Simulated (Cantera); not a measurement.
Charge: 1 mol Si, 28 mol HCl, 26 mol H2, held at 1175 K and 750 Torr.

These are equilibrium values from Cantera (NASA tables, ideal gas, pure condensed phases), not measurements of a reactor. Candidate condensed phases: Si; 19 gas species. The tables' values for SiCl3 are old estimates; treat these amounts as uncertain. Rates play no part.

Base state: H2 0.528, HCl 0.453, SiCl4 0.0183, SiHCl3 0.000502, SiCl3 8.11e-5 (mole fractions); condensed: gas only.

### Question
What changes in the equilibrium state with this change: pressure from 750 Torr to 0.308 Torr?

### Answer
| species | before | after |
|---|---|---|
| H2 | 0.528 | 0.519 |
| HCl | 0.453 | 0.463 |
| SiCl4 | 0.0183 | 0.0111 |
| SiCl2 | 3.52e-6 | 0.00494 |
| SiCl3 | 8.11e-5 | 0.00237 |
| SiHCl3 | 0.000502 | 0.000295 |
